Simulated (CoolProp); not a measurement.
Vapour-liquid equilibrium of R134a (1) + n-butane (2) at 304.2 K; x and y are mole fractions of (1).

The numbers come from the multi-fluid Helmholtz-energy mixture model, Tillner-Roth 1994 and Bücker 2006; pair parameters Bell 2016 in CoolProp.

| x | bubble pressure, mixture model (MPa) | bubble pressure, Raoult's law (MPa) | y, mixture model | y, Raoult's law |
|---|---|---|---|---|
| 0.05 | 0.4291 | 0.3175 | 0.324 | 0.125 |
| 0.2 | ? | 0.3927 | ? | 0.404 |
| 0.35 | ? | 0.4679 | 0.658 | 0.594 |
| 0.5 | ? | 0.5431 | 0.699 | 0.731 |
| 0.65 | ? | 0.6183 | ? | 0.834 |
| 0.8 | 0.8452 | 0.6934 | ? | 0.916 |
| 0.95 | 0.8207 | 0.7686 | 0.928 | 0.981 |

Problem. What belongs in the gaps?

Solution. 
- 0.2, bubble pressure, mixture model (MPa): 0.6627
- 0.2, y, mixture model: 0.585
- 0.35, bubble pressure, mixture model (MPa): 0.7575
- 0.5, bubble pressure, mixture model (MPa): 0.8027
- 0.65, bubble pressure, mixture model (MPa): 0.8312
- 0.65, y, mixture model: 0.740
- 0.8, y, mixture model: 0.803

The largest gap from Raoult's law is +68.8 % in bubble pressure, at x = 0.2. y crosses x between x = 0.8 and 0.95: the model has an azeotrope there.

The pair parameters rest on a limited set of measurements; away from them the model extrapolates. With so large a gap from Raoult's law the liquid may split in two, which this calculation doesn't test in full.
